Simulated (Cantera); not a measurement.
An isothermal, constant-pressure homogeneous reactor starts with CH₄ : H₂O = 1 : 1.5 (molar parts), at 2050 K and 7500 Torr.

Cantera simulation using GRI-Mech 3.0 (53 species, 325 reactions); the numbers are that mechanism's predictions, not measurements.

One state of this run: x CH₄ = 0.00983; x H₂O = 0.143; x H₂O₂ = 2.96e-11; x CH₂ = 2.76e-7; x O₂ = 7.90e-10; x H = 0.000578. x: mole fraction; the columns are a selection and need not sum to one.

Question: Which value of t (s) does it belong to?
A) 0.00866
B) 4.62
C) 0.0304
D) 200

Answer: A, 0.00866
